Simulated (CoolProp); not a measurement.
Vapour-liquid equilibrium of propane (1) + isobutane (2) at 0.043 MPa; x and y are mole fractions of (1).

Model: multi-fluid Helmholtz-energy mixture model, Lemmon 2009 and Bücker 2006; pair parameters Kunz 2012, in CoolProp.

Problem. Give the bubble temperature and the first vapour's composition at x = 0.2, 0.35, 0.95. Is there an azeotrope?

Solution. x = 0.2: 232.2 K, y = 0.484; x = 0.35: 227.2 K, y = 0.675; x = 0.95: 214.1 K, y = 0.989. No azeotrope shows between x = 0.05 and 0.95.

The pair parameters rest on a limited set of measurements; away from them the model extrapolates.
